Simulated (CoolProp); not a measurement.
The fluid at 288.14 K and 0.384 MPa is throttled through a valve to 0.087 MPa with no heat exchange. The same conditions are run with several fluids, on thermodynamics alone (safety and materials aside).

Computed with CoolProp (reference Helmholtz-energy equation of state of each fluid (carbon monoxide: Lemmon 2006; C3F8 (R218): Lemmon 2006; normal hydrogen: Leachman 2009; R143a: Lemmon and Jacobsen 2000; R407C: Lemmon 2003)). Blends and air are pseudo-pure fits.

Task: Rank carbon monoxide, C3F8 (R218), normal hydrogen, R143a, R407C by temperature change (K), highest first.

Result: normal hydrogen (+0.1), carbon monoxide (-0.8), C3F8 (R218) (-4.7), R143a (-6.6), R407C (-7.4)

| fluid | final density (kg/m³) |
|---|---|
| carbon monoxide | 1.02 |
| C3F8 (R218) | 7.10 |
| normal hydrogen | 0.0731 |
| R143a | 3.18 |
| R407C | 3.27 |
